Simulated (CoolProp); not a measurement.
Vapour-liquid equilibrium of CH2F2 (R32) (1) + R123 (2) at -61.05 °C; x and y are mole fractions of (1).

Model: multi-fluid Helmholtz-energy mixture model, Tillner-Roth 1997 and Younglove 1994; pair parameters Bell 2016, in CoolProp.

Question: Give the bubble pressure and the first vapour's composition at x = 0.05, 0.35, 0.65. Is there an azeotrope?

Answer: x = 0.05: 0.006750 MPa, y = 0.895; x = 0.35: 0.03352 MPa, y = 0.984; x = 0.65: 0.04637 MPa, y = 0.991. No azeotrope shows between x = 0.05 and 0.95.

The pair parameters rest on a limited set of measurements; away from them the model extrapolates. With so large a gap from Raoult's law the liquid may split in two, which this calculation doesn't test in full.
